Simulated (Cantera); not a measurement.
Input: 1 mol FeS₂, 42 mol H₂, equilibrated at 37.0 mbar.

Method: chemical equilibrium by Gibbs-energy minimisation in Cantera with the NASA 1993 tables (ideal gas, pure condensed phases). Candidate condensed phases: Fe, FeS, FeS₂, S; 8 gas species. FeS: taken at fixed stoichiometry. Rates play no part. All values below are at 1250 K.

Base state: H₂ 0.976, H₂S 0.0236, S₂ 6.58e-5, SH 3.94e-5 (mole fractions); condensed: FeS(s).

### Question
What changes in the equilibrium state with this change: H₂ from 42 to 4.8 mol?

### Answer
```csv
species,before,after
H₂,0.976,0.800
H₂S,0.0236,0.193
S₂,6.58e-5,0.00656
SH,3.94e-5,0.000356
"FeS(s), mol",1.00,1.00
```
Gases not in the tables: S₃ to S₇.
